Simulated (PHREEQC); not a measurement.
# Silver or lead bath (model solution)

Make-up at 50 °C: 0.0025 mol PbCl2 and 0.019 mol Zn(NO3)2 per kg of water. Closed to the air; pH follows from the charge balance.

Computed with PHREEQC (ion-association model, wateq4f.dat).

```
Property                 Value
--------------  --------------
pH                        5.07
ionic strength  0.0626 mol/kgw
```

```tsv
species	molality	activity	log γ
NO3-	0.0376	0.0294	-0.107
Zn+2	0.0187	0.00823	-0.357
Cl-	0.00449	0.00354	-0.103
Pb+2	0.00185	0.000757	-0.388
PbNO3+	0.000411	0.000329	-0.097
ZnCl+	0.000273	0.000217	-0.100
PbCl+	0.000236	0.000189	-0.097
H+	1.01e-5	8.50e-6	-0.076
ZnOH+	7.63e-6	6.10e-6	-0.097
PbOH+	2.17e-6	1.73e-6	-0.097
ZnCl2	8.70e-7	8.83e-7	0.006
PbCl2	6.80e-7	6.90e-7	0.006
Pb2OH+3	2.19e-7	2.94e-8	-0.873
ZnOHCl	1.12e-7	1.13e-7	0.006
OH-	7.92e-9	6.24e-9	-0.104
ZnCl3-	5.08e-9	4.03e-9	-0.100
```

No solid was allowed to form. Species that the database lacks are ignored. At this temperature some constants are extrapolated from 25 °C, and those without enthalpy data are left unchanged.
